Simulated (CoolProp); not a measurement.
R123 at 249.24 K and 0.306 MPa is throttled through a valve to 0.0168 MPa with no heat exchange. Each further row changes one setting.

Values from CoolProp's reference Helmholtz-energy equation of state, Younglove 1994. It is a modified Benedict-Webb-Rubin equation, recast in Helmholtz form.

| case | temperature change (K) | final phase | final density (kg/m³) |
|---|---|---|---|
| as stated | +0.1 | liquid | 1580 |
| outlet pressure 0.00504 MPa | ? | ? | ? |
| outlet pressure 0.0218 MPa | +0.1 | liquid | 1580 |

Some entries are withheld; supply them.


- outlet pressure 0.00504 MPa, temperature change (K): -10.8
- outlet pressure 0.00504 MPa, final phase: two-phase, vapour fraction 0.054
- outlet pressure 0.00504 MPa, final density (kg/m³): 7.23
